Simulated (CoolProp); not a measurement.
Aqueous ethylene glycol as a coolant, at 26 °C, 1 atm.

Computed with CoolProp (Melinder's fits for secondary coolants).

```csv
mass %,freezing point (°C),viscosity (mPa s),conductivity (W/(m K)),density (kg/m³),cp (kJ/(kg K))
3.9,-1.2,0.947,0.590,1001,4.129
10.7,-3.6,1.11,0.558,1010,4.041
17.4,-6.6,1.32,0.526,1019,3.947
24.1,-10.4,1.57,0.496,1028,3.840
30.9,-15.3,1.87,0.467,1037,3.719
37.6,-21.3,2.21,0.439,1046,3.591
44.4,-28.8,2.64,0.413,1055,3.456
```
